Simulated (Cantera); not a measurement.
# HMDSO + NO (silicon oxide and oxynitride deposition)

A closed system holds: 1 mol HMDSO, 1.3 mol NO, held at 1752 °C and 1.00 bar.

Method: chemical equilibrium by Gibbs-energy minimisation in Cantera with the NASA 1993 tables (ideal gas, pure condensed phases). Candidate condensed phases: C, C6H6, C7H8, C8H18, H2O, Si, SiC, SiO2, Si2N2O, Si3N4; 151 gas species. The feed counts by its element totals alone. The numbers say what is thermodynamically allowed, not how fast it happens.

```
Quantity                              Value
--------------------------------  ---------
x(H2)                                 0.749
x(CO)                                 0.190
x(N2)                                0.0527
x(HCN)                              0.00323
x(SiO)                              0.00188
x(H)                                0.00167
x(C2H2 (acetylene))                0.000678
x(CH4)                             0.000223
x(HNC)                             0.000192
n(C(graphite))                     1.69 mol
n(SiC(s))                          1.98 mol
gas amount                        11.96 mol
log10 activity of Si(l) (absent)      -1.22
```
